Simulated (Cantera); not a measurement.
What does this Cantera script print?

```python
import numpy as np
import cantera as ct

gas_names = [...]  # 95 gases of nasa_gas.yaml made of C, F, H
cond_names = """
    C(gr) C6H6(L) C7H8(L) C8H18(L),n-octa
""".split()


# ... load() reads the species with a 1 bar reference pressure and builds the phases ...
atoms = {
    'CHF3': {'C': 1, 'H': 1, 'F': 3},
    'H2': {'H': 2},
}
top_T = {'C(gr)': 4500}  # K; cautious upper limits of use, not melting points


# ... equilibrate(T, P, feed) seeds the gas with the atoms and calls Mixture.equilibrate('TP', solver="vcs", rtol=1e-11, max_steps=5000) ...
results = []
feed = {'CHF3': 1, 'H2': 9.8}  # mol
P = 2.9  # Pa
for T in [1375, 1475, 1575, 1675, 1775, 1875, 1975, 2075, 2175, 2275, 2375, 2475]:
    mix = equilibrate(T, P, feed)
    results.append((T, P, feed, dict(zip(mix.species_names, mix.species_moles))))

top = {s: max(r[3][s] / sum(r[3][g] for g in gas_names) for r in results) for s in gas_names}
cols = sorted((s for s in top if top[s] > 0.001), key=lambda s: -top[s])[:8]
seen = [c for c in cond_names if any(r[3].get(c, 0) > 1e-12 for r in results)]
print("log10 of partial pressures in bar; condensed amounts in mol")
print(f"{'T/K':>10s}" + "".join(f"{s[:9]:>10s}" for s in cols + seen))
for T, P, feed, n in results:
    ng = sum(n[g] for g in gas_names)
    print(f"{T:10.4g}" + "".join(f"{np.log10(max(n[s] / ng * P / 1e5, 1e-99)):10.3f}" for s in cols)
          + "".join(f"{n.get(c, 0):10.4g}" for c in seen))
```

Result:

```
log10 of partial pressures in bar; condensed amounts in mol
       T/K         H        H2        HF        C3         F         C        C2     C(gr)
      1375    -7.798    -4.665    -5.132   -20.367   -13.253   -19.039   -21.459         1
      1475    -7.220    -4.666    -5.133   -18.228   -12.328   -17.188   -19.321    0.9999
      1575    -6.716    -4.668    -5.134   -16.364   -11.518   -15.573   -17.456    0.9996
      1675    -6.272    -4.674    -5.136   -14.727   -10.805   -14.151   -15.816     0.999
      1775    -5.883    -4.689    -5.142   -13.278   -10.169   -12.890   -14.363    0.9976
      1875    -5.543    -4.719    -5.154   -11.986    -9.600   -11.765   -13.066    0.9948
      1975    -5.252    -4.776    -5.176   -10.828    -9.083   -10.753   -11.902    0.9901
      2075    -5.015    -4.880    -5.212    -9.785    -8.605    -9.840   -10.852    0.9834
      2175    -4.837    -5.051    -5.259    -8.839    -8.147    -9.011    -9.900    0.9742
      2275    -4.721    -5.300    -5.307    -7.980    -7.688    -8.256    -9.033    0.9493
      2375    -4.659    -5.617    -5.348    -7.194    -7.218    -7.565    -8.240    0.8172
      2475    -4.635    -5.975    -5.387    -6.474    -6.756    -6.930    -7.512    0.1258
```

These are equilibrium values from Cantera (NASA tables, ideal gas, pure condensed phases), not measurements of a reactor.
